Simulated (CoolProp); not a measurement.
Vapour-liquid equilibrium of propylene (1) + R115 (2) at 303 K; x and y are mole fractions of (1).

Model: multi-fluid Helmholtz-energy mixture model, Lemmon 2013 and Lemmon 2016; pair parameters Bell 2016, in CoolProp.

Problem. Give the bubble pressure and the first vapour's composition at x = 0.05, 0.75, 0.85. Is there an azeotrope?

Solution. x = 0.05: 1077 kPa, y = 0.084; x = 0.75: 1418 kPa, y = 0.736; x = 0.85: 1396 kPa, y = 0.821. y crosses x between x = 0.65 and 0.75: the model has an azeotrope there.

The pair parameters rest on a limited set of measurements; away from them the model extrapolates.
